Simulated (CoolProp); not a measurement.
The fluid at 298.15 K and 0.945 MPa flows at 0.32 m/s in a round tube of 25 mm bore and 15 µm roughness, fully developed (64/Re and Nu = 3.66 if laminar; Colebrook and Gnielinski if turbulent). The same conditions are run with several fluids, on thermodynamics alone (safety and materials aside).

The numbers come from the reference Helmholtz-energy equation of state of each fluid (nitrogen: Span 2000; normal hydrogen: Leachman 2009; R13: Platzer 1990; C2F6 (R116): Lemmon 2006; dry air: Lemmon 2000) in CoolProp. The equations of Platzer and Polt are older, rougher fits. Blends and air are pseudo-pure fits.

| fluid | Reynolds number | Darcy friction factor | pressure drop (Pa/m) | heat-transfer coefficient (W/(m² K)) | mass flow (kg/h) |
|---|---|---|---|---|---|
| nitrogen | … | 0.0385 | 0.844 | 16.6 | … |
| normal hydrogen | … | 0.0932 | 0.146 | 27.4 | 0.432 |
| R13 | 24100 | 0.0261 | 2.34 | 34.4 | 24.8 |
| C2F6 (R116) | … | 0.0246 | … | 52.2 | 33.3 |
| dry air | 4770 | 0.0386 | 0.874 | 16.7 | 6.26 |

What belongs in the gaps?


- nitrogen, Reynolds number: 4780
- nitrogen, mass flow (kg/h): 6.05
- normal hydrogen, Reynolds number: 687
- C2F6 (R116), Reynolds number: 33100
- C2F6 (R116), pressure drop (Pa/m): 2.96

Transport values come from each fluid's own correlations; those of R13, C2F6 (R116) are estimates that may be off by 10 % or more.
